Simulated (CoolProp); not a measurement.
Water at 487.74 K and 17.5 MPa flows at 0.056 m/s in a round tube of 12.7 mm bore and 45 µm roughness, fully developed (64/Re and Nu = 3.66 if laminar; Colebrook and Gnielinski if turbulent). Each further row changes one setting.

The numbers come from the reference Helmholtz-energy equation of state, Wagner 2002 in CoolProp.

| case | Reynolds number | Darcy friction factor | pressure drop (Pa/m) | heat-transfer coefficient (W/(m² K)) | mass flow (kg/h) |
|---|---|---|---|---|---|
| as stated | 4740 | 0.0417 | 4.42 | 964 | 21.9 |
| velocity 0.112 m/s | 9490 | 0.0362 | 15.4 | 1890 | 43.9 |
| diameter 25.4 mm | 9490 | 0.0339 | 1.80 | 880 | 87.8 |

Viscosity comes from a separate model (Huber 2009). Thermal conductivity comes from a separate model (Huber 2012).
